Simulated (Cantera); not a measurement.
Input: 1 mol MgO, 0.94 mol Cl2, held at 7400 Pa.

These are equilibrium values from Cantera (NASA tables, ideal gas, pure condensed phases), not measurements of a reactor. Candidate condensed phases: Mg, MgCl2, MgO; 11 gas species. The numbers say what is thermodynamically allowed, not how fast it happens.

Q: At 1400 K, list the 4 most abundant gas species with their mole fractions, and the condensed phases.

A: Cl2 0.502, MgCl2 0.283, O2 0.141, Cl 0.0740. Condensed: MgO(s).
